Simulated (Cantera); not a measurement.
A freely propagating, adiabatic, planar premixed flame of 27.4 % H2, 15.2 % O2, 57.3 % N2, equivalence ratio 0.90, unburnt at 500 K and 16000 Pa; mixture-averaged transport, grid criteria slope 0.08 and curve 0.16, no radiation.

Cantera simulation using the H2/O2 subset of GRI-Mech 3.0, which has no nitrogen chemistry; the numbers are that mechanism's predictions, not measurements. Burning velocities carry a grid error of a few per cent, more on coarse grids.

Question: Predict: laminar burning velocity; thermal thickness; peak x(HO2); peak x(H2O2); peak x(H).

Answer: 
```
Item                        Result
------------------------  --------
laminar burning velocity  416 cm/s
thermal thickness          4.80 mm
peak x(HO2)                9.01e-5
peak x(H2O2)               5.28e-6
peak x(H)                   0.0715
```
